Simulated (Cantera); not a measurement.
A Cantera script and what it prints.

```python
import numpy as np
import cantera as ct

gas_names = """
    CL CL2 H HCL H2 Si SiCL SiCL2 SiCL3 SiCL4 SiH SiHCL3 SiH2 SiH2CL2 SiH3 SiH3CL SiH4 Si2 Si3
""".split()
cond_names = """
    Si(cr) Si(L)
""".split()


def load(file, names, dense=False):
    # The tables refer to 1 bar. Condensed volumes are neglected.
    table = {s.name: s for s in ct.Species.list_from_file(file)}
    out = []
    for n in names:
        d = dict(table[n].input_data)
        d["thermo"] = dict(d["thermo"], **{"reference-pressure": 1e5})
        if dense:
            d["equation-of-state"] = {"model": "constant-volume", "density": "1e6 g/cm^3"}
        out.append(ct.Species.from_dict(d))
    return out


gas = ct.Solution(thermo="ideal-gas", species=load("nasa_gas.yaml", gas_names))
cond = {s.name: ct.Solution(thermo="fixed-stoichiometry", species=[s], name=s.name)
        for s in load("nasa_condensed.yaml", cond_names, dense=True)}
atoms = {
    'SiCl4': {'Si': 1, 'CL': 4},
    'HCl': {'H': 1, 'CL': 1},
    'H2': {'H': 2},
}
top_T = {}  # K; cautious upper limits of use, not melting points


def equilibrate(T, P, feed):
    n = {}
    for name, mol in feed.items():
        for a, k in atoms[name].items():
            n[a] = n.get(a, 0.0) + k * mol
    gas.TPX = T, P, n
    mass = sum(n.values()) * gas.mean_molecular_weight
    gas.equilibrate("TP")
    valid = [c for c in cond.values() if c.min_temp <= T <= top_T.get(c.name, c.max_temp)]
    mix = ct.Mixture([(gas, mass / gas.mean_molecular_weight)] + [(c, 0.0) for c in valid])
    mix.T, mix.P = T, P
    mix.equilibrate("TP", solver="vcs", rtol=1e-11, max_steps=5000)
    return mix


results = []
feed = {'SiCl4': 1, 'HCl': 0.043, 'H2': 7}  # mol
T = 2048  # K
P = 1333.22  # Pa
mix = equilibrate(T, P, feed)
results.append((T, P, feed, dict(zip(mix.species_names, mix.species_moles))))
print(gas.report(threshold=1e-06))
for i in range(1, mix.n_phases):
    print(f"{mix.phase(i).name:16s} {mix.phase_moles(i):12.5e} mol")
```

Result:

```
       temperature   2048 K
          pressure   1333.2 Pa
           density   0.0015841 kg/m^3
  mean mol. weight   20.233 kg/kmol
   phase of matter   gas

                          1 kg             1 kmol
                     ---------------   ---------------
          enthalpy        1.3235e+06        2.6778e+07  J
   internal energy        4.8187e+05        9.7495e+06  J
           entropy             13202        2.6711e+05  J/K
    Gibbs function       -2.5714e+07       -5.2026e+08  J
 heat capacity c_p            1820.3             36829  J/K
 heat capacity c_v            1409.3             28514  J/K

                      mass frac. Y      mole frac. X     chem. pot. / RT
                     ---------------   ---------------   ---------------
                CL         0.0071303         0.0040695           -25.453
                 H        0.00077533          0.015562           -12.157
               HCL           0.40981           0.22743            -37.61
                H2          0.064162           0.64393           -24.314
                Si         0.0044267          0.003189           -6.5961
              SiCL          0.007772          0.002475           -32.049
             SiCL2            0.5011           0.10243           -57.501
             SiCL3         0.0043395         0.0006531           -82.954
             SiCL4        3.7425e-05        4.4572e-06           -108.41
               SiH        0.00025822        0.00017958           -18.753
            SiHCL3         3.615e-05        5.4001e-06           -95.111
              SiH2         7.471e-05        5.0217e-05            -30.91
           SiH2CL2        6.4062e-06        1.2833e-06           -81.815
               Si2        5.7799e-05        2.0819e-05           -13.192
               Si3        1.0217e-05        2.4535e-06           -19.788
     [   +4 minor]        1.3424e-06        4.0043e-07

Si(L)             0.00000e+00 mol
```

Method: chemical equilibrium by Gibbs-energy minimisation in Cantera with the NASA 1993 tables (ideal gas, pure condensed phases). The tables' values for SiCl, SiCl3 are old estimates; treat these amounts as uncertain. Gases not in the tables: Si2H6 and higher silanes.
